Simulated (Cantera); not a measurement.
Charge: 1 mol TiO2, 0.24 mol Cl2, 1 mol H2, held at 775 °C and 1 atm.

Cantera equilibrium calculation (NASA polynomials, part measured and part estimated; ideal gas, pure solids and liquids). Candidate condensed phases: H2O, Ti, TiCl2, TiCl3, TiCl4, TiO, TiO2, Ti2O3, Ti3O5, Ti4O7; 23 gas species. Condensed phases not in the tables: TiOCl. Rates play no part.

Base state: H2 0.613, HCl 0.384, H2O 0.00157, TiCl4 0.000778 (mole fractions); condensed: TiO2(rutile).

Question: What changes in the equilibrium state with this change: 0.002 mol O2 added?

Answer: 
```tsv
species	before	after
H2	0.613	0.610
HCl	0.384	0.387
H2O	0.00157	0.00354
TiCl4	0.000778	0.000156
TiO2(rutile), mol	0.999	1.000
```

Question: What changes in the equilibrium state with this change: Cl2 from 0.24 to 1.2 mol?

Answer: 
| species | before | after |
|---|---|---|
| HCl | 0.384 | 0.901 |
| Cl2 | <1e-9 | 0.0910 |
| H2O | 0.00157 | 0.00487 |
| H2 | 0.613 | <1e-9 |
| TiCl4 | 0.000778 | 0.00244 |
| Cl | 3.45e-9 | 0.000231 |
| TiO2(rutile), mol | 0.999 | 0.995 |

Question: What changes in the equilibrium state with this change: pressure from 1 atm to 0.133 bar?

Answer: 
```csv
species,before,after
H2,0.613,0.613
HCl,0.384,0.386
H2O,0.00157,0.000806
TiCl4,0.000778,0.000394
"TiO2(rutile), mol",0.999,1.000
```
